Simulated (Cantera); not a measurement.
Hydrocarbon pyrolysis for carbon deposition

An isothermal, constant-pressure homogeneous reactor starts with 22.7 % CH₄, 77.3 % H₂, at 1800 K and 0.340 bar.

Detailed kinetics in Cantera: GRI-Mech 3.0 (53 species, 325 reactions). GRI-Mech 3.0 stops at C3 and has no aromatics, soot or wall deposition, so with more carbon than oxygen in the feed, carbon stays in small species such as C2H2 where larger ones or solid carbon would form.

| t (s) | x CH₄ | x H₂ | x C₂H₂ | x CH₂ | x H |
|---|---|---|---|---|---|
| 3.00e-5 | 0.227 | 0.773 | 8.05e-9 | 2.40e-8 | 5.72e-5 |
| 0.000172 | 0.225 | 0.773 | 2.05e-5 | 4.89e-7 | 0.000268 |
| 0.000985 | 0.207 | 0.783 | 0.00464 | 1.00e-6 | 0.000420 |
| 0.00565 | 0.139 | 0.824 | 0.0338 | 7.62e-7 | 0.000458 |
| 0.0324 | 0.0460 | 0.879 | 0.0730 | 3.42e-7 | 0.000535 |
| 0.185 | 0.00964 | 0.901 | 0.0880 | 8.87e-8 | 0.000581 |
| 1.06 | 0.00506 | 0.904 | 0.0899 | 4.86e-8 | 0.000588 |
| 6.09 | 0.00505 | 0.904 | 0.0899 | 4.85e-8 | 0.000588 |
| 34.9 | 0.00505 | 0.904 | 0.0899 | 4.85e-8 | 0.000588 |
| 200 | 0.00505 | 0.904 | 0.0899 | 4.85e-8 | 0.000588 |
x: mole fraction; the columns are a selection and need not sum to one.

Equilibrium at this temperature and pressure: CH₄ 0.00505, H₂ 0.904, C₂H₂ 0.0899, CH₂ 4.85e-8, H 0.000588 (gas phase only).
